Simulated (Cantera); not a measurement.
A closed system holds: 1 mol SiH₄, 28 mol O₂, 1.1 mol H₂, held at 1.30 mbar.

Cantera equilibrium calculation (NASA polynomials, part measured and part estimated; ideal gas, pure solids and liquids). Candidate condensed phases: H₂O, Si, SiO₂; 18 gas species. The tables hold silica as quartz up to 1696 K and as liquid above; real silica turns to tridymite and cristobalite and melts near 1996 K. The numbers say what is thermodynamically allowed, not how fast it happens.

Q: Which condensed phases are stable at each of these points (T (K)): 650, 750, 850, 950, 1050, 1150, 1250, 1350, 1450, 1550, 1650, 1750, 1850, 1950?

A: 
```tsv
T (K)	condensed phases	Si condensed (%)
650	SiO₂(α-quartz)	100.0
750	SiO₂(α-quartz)	100.0
850	SiO₂(β-quartz)	100.0
950	SiO₂(β-quartz)	100.0
1050	SiO₂(β-quartz)	100.0
1150	SiO₂(β-quartz)	100.0
1250	SiO₂(β-quartz)	100.0
1350	SiO₂(β-quartz)	100.0
1450	SiO₂(β-quartz)	100.0
1550	SiO₂(β-quartz)	100.0
1650	SiO₂(β-quartz)	100.0
1750	SiO₂(condensed)	100.0
1850	SiO₂(condensed)	99.9
1950	SiO₂(condensed)	99.3
```

From 650 K to 750 K the condensed part is SiO₂(α-quartz). From 850 K to 1650 K the condensed part is SiO₂(β-quartz). From 1750 K to 1950 K the condensed part is SiO₂(condensed).
